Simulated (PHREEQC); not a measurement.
Consider water at 25 °C with 0.0022 mol H2SO4 and 4.2e-05 mol CuSO4 per kg of water. Closed to the air; pH follows from the charge balance.

All values are PHREEQC results (ion-association model, phreeqc.dat), not measurements.

The ionic strength comes out as 0.00577 mol/kgw. What activity coefficients do H+, HSO4-, Cu+2, SO4-2 get?

H+ 0.93, HSO4- 0.92, Cu+2 0.73, SO4-2 0.73.

Precipitation was switched off in this run. Species that the database lacks are ignored.
